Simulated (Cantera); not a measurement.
A freely propagating, adiabatic, planar premixed flame of CH4 : CO : O2 : N2 : H2O = 1 : 0.07 : 1.57 : 5.64 : 1.7 (molar parts), unburnt at 400 K and 0.133 bar; unity-Lewis-number transport, grid criteria slope 0.08 and curve 0.16, no radiation.

Detailed kinetics in Cantera: GRI-Mech 3.0 (53 species, 325 reactions). Unity Lewis numbers drop preferential diffusion, which matters most where H2 and H carry the flame. Burning velocities carry a grid error of a few per cent, more on coarse grids.

x: mole fraction of selected species; z is measured from the peak of heat release.

```csv
z (mm),T (K),u (m/s),x CH4,x CO,x O2,x CH2CO,x NO,x CH3
-15.3,400,0.277,0.100,0.00702,0.157,2.11e-8,<1e-8,<1e-8
-10.2,404,0.280,0.0999,0.00715,0.157,?,?,?
-7.64,423,0.293,0.0986,0.00774,0.155,1.49e-6,1.37e-7,2.77e-7
-5.09,?,0.375,?,?,0.144,?,?,?
-2.55,974,0.689,0.0565,0.0268,0.0975,4.18e-5,5.10e-6,0.000174
-1.27,1322,0.949,0.0274,0.0401,0.0572,6.78e-5,8.85e-6,0.00126
0,1636,1.19,0.00359,0.0506,0.0179,3.03e-5,1.38e-5,0.00139
1.27,1727,1.26,6.15e-5,0.0459,0.00442,9.95e-7,1.96e-5,4.91e-5
2.55,1745,1.28,6.79e-7,0.0416,0.00256,2.83e-8,2.26e-5,7.10e-7
5.09,1766,1.29,<1e-8,0.0396,0.00187,<1e-8,2.46e-5,<1e-8
10.2,1794,1.31,<1e-8,0.0395,0.00127,<1e-8,2.56e-5,<1e-8
20.4,1823,1.32,<1e-8,0.0398,0.000710,<1e-8,2.62e-5,<1e-8
40.8,1848,1.34,<1e-8,0.0401,0.000309,<1e-8,2.67e-5,<1e-8
```

Some entries are withheld; supply them.


- -10.2, x CH2CO: 2.88e-7
- -10.2, x NO: 2.56e-8
- -10.2, x CH3: 4.62e-8
- -5.09, T (K): 539
- -5.09, x CH4: 0.0903
- -5.09, x CO: 0.0115
- -5.09, x CH2CO: 9.30e-6
- -5.09, x NO: 9.63e-7
- -5.09, x CH3: 3.70e-6
